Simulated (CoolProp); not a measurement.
Methanol at 544.57 K and 1.05 MPa flows at 0.11 m/s in a round tube of 100 mm bore and 1.5 µm roughness, fully developed (64/Re and Nu = 3.66 if laminar; Colebrook and Gnielinski if turbulent). Each further row changes one setting.

The numbers come from the reference Helmholtz-energy equation of state, de Reuck 1993 in CoolProp.

```
case               Reynolds number  Darcy friction factor  pressure drop (Pa/m)  heat-transfer coefficient (W/(m² K))  mass flow (kg/h)
-----------------  ---------------  ---------------------  --------------------  ------------------------------------  ----------------
as stated                     4750                 0.0380                0.0176                                   ___              23.9
velocity 0.22 m/s             9500                 0.0313                0.0582                                   ___              47.8
diameter 200 mm               9500                 0.0313                   ___                                  7.02              95.6
```

**Question.** Complete the blanks.

**Answer.** 
- as stated, heat-transfer coefficient (W/(m² K)): 7.59
- velocity 0.22 m/s, heat-transfer coefficient (W/(m² K)): 14.0
- diameter 200 mm, pressure drop (Pa/m): 0.00728

Viscosity comes from a separate model (Xiang 2006). Thermal conductivity comes from a separate model (Sykioti 2013).
